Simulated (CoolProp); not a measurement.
Computed with CoolProp (reference Helmholtz-energy equation of state, Lemmon 2005).

Problem. Give the vapour pressure (bar), enthalpy of vaporisation (kJ/kg), liquid cp (kJ/(kg K)), surface tension (mN/m) of saturated R125 at -50.15, -47.55 °C.

Solution. 
```tsv
T (°C)	p (bar)	enthalpy of vaporisation (kJ/kg)	liquid cp (kJ/(kg K))	surface tension (mN/m)
-50.15	0.915	165	1.11	14.0
-47.55	1.04	164	1.12	13.6
```

Surface tension comes from a separate correlation (Mulero 2012).
